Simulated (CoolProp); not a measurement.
Vapour-liquid equilibrium of cyclohexane (1) + ethylbenzene (2) at 478.9 K; x and y are mole fractions of (1).

Values from CoolProp's multi-fluid Helmholtz-energy mixture model, Zhou 2014 and Zhou 2012; pair parameters Bell 2016.

### Question
Give the bubble pressure and the first vapour's composition at x = 0.05, 0.15, 0.85. Is there an azeotrope?

### Answer
x = 0.05: 5.345 bar, y = 0.130; x = 0.15: 6.403 bar, y = 0.329; x = 0.85: 13.28 bar, y = 0.920. No azeotrope shows between x = 0.05 and 0.95.

The pair parameters rest on a limited set of measurements; away from them the model extrapolates.
